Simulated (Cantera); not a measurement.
Input (Python, Cantera) and output of one run.

```python
import numpy as np
import cantera as ct

gas_names = """
    H HO2 H2 H2O H2O2 O OH O2 O3 Pb PbO Pb2
""".split()
cond_names = """
    H2O(s) H2O(L) Pb(cr) Pb(L) PbO(rd) PbO(yw) PbO(L) PbO2(s) Pb3O4(s)
""".split()


# ... load() reads the species with a 1 bar reference pressure and builds the phases ...
atoms = {
    'PbO': {'Pb': 1, 'O': 1},
    'O2': {'O': 2},
    'H2': {'H': 2},
}
top_T = {'Pb3O4(s)': 820}  # K; cautious upper limits of use, not melting points


# ... equilibrate(T, P, feed) seeds the gas with the atoms and calls Mixture.equilibrate('TP', solver="vcs", rtol=1e-11, max_steps=5000) ...
results = []
feed = {'PbO': 1, 'O2': 0.015, 'H2': 94}  # mol
T = 1500  # K
P = 13332.2  # Pa
mix = equilibrate(T, P, feed)
results.append((T, P, feed, dict(zip(mix.species_names, mix.species_moles))))
print(gas.report(threshold=0.0001))
for i in range(1, mix.n_phases):
    print(f"{mix.phase(i).name:16s} {mix.phase_moles(i):12.5e} mol")
```

It prints:

```
       temperature   1500 K
          pressure   13332 Pa
           density   0.0046493 kg/m^3
  mean mol. weight   4.3492 kg/kmol
   phase of matter   gas

                          1 kg             1 kmol
                     ---------------   ---------------
          enthalpy        8.2284e+06        3.5787e+07  J
   internal energy        5.3608e+06        2.3315e+07  J
           entropy             45463        1.9773e+05  J/K
    Gibbs function       -5.9966e+07       -2.6081e+08  J
 heat capacity c_p            7451.6             32409  J/K
 heat capacity c_v            5539.9             24094  J/K

                      mass frac. Y      mole frac. X     chem. pot. / RT
                     ---------------   ---------------   ---------------
                H2           0.45361           0.97858           -20.639
               H2O          0.044908          0.010842           -52.212
                Pb           0.50145          0.010526           -14.047
     [   +9 minor]        3.7419e-05        4.8002e-05

Pb(L)             0.00000e+00 mol
PbO(L)            0.00000e+00 mol
```

Cantera equilibrium calculation (NASA polynomials, part measured and part estimated; ideal gas, pure solids and liquids).
